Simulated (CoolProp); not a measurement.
Values from CoolProp's reference Helmholtz-energy equation of state, Guder 2009.

**Question.** For sulfur hexafluoride, give the phase and the cp (kJ/(kg K)), viscosity (µPa s), conductivity (mW/(m K)) at 322.05 °C and 5.2 bar; 181.75 °C and 166 bar; 122.85 °C and 1.08 bar.

**Answer.** 
- 322.05 °C and 5.2 bar: gas; cp 0.933, viscosity 27.5, conductivity 34.4
- 181.75 °C and 166 bar: supercritical; cp 1.07, viscosity 50.6, conductivity 46.9
- 122.85 °C and 1.08 bar: gas; cp 0.795, viscosity 19.5, conductivity 20.3

Viscosity comes from a separate model (Quiñones-Cisneros 2012). Thermal conductivity comes from a separate model (Assael 2012).
